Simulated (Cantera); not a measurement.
A closed system holds: 1 mol AlN, 0.033 mol C, 6.9 mol N2, at 0.0100 bar.

Cantera equilibrium calculation (NASA polynomials, part measured and part estimated; ideal gas, pure solids and liquids). Candidate condensed phases: Al, AlN, C; 16 gas species. Equilibrium is a limit: real reactors are often held back by kinetics, nucleation or transport. All values below are at 1702 °C.

Base state: N2 0.987, Al 0.0128 (mole fractions); condensed: AlN(s) + C(graphite).

Task: What changes in the equilibrium state with this change: 0.085 mol NH3 added?

Result: 
```
species           before    after
----------------  ------  -------
N2                 0.987    0.968
H2                     0   0.0159
Al                0.0128   0.0129
H                      0  0.00173
HCN                    0  0.00166
HNC                    0  8.99e-5
AlH                    0  4.81e-5
AlN(s), mol        0.910    0.907
C(graphite), mol  0.0330   0.0202
```
Further candidate phases: C6H6, C7H8, C8H18.
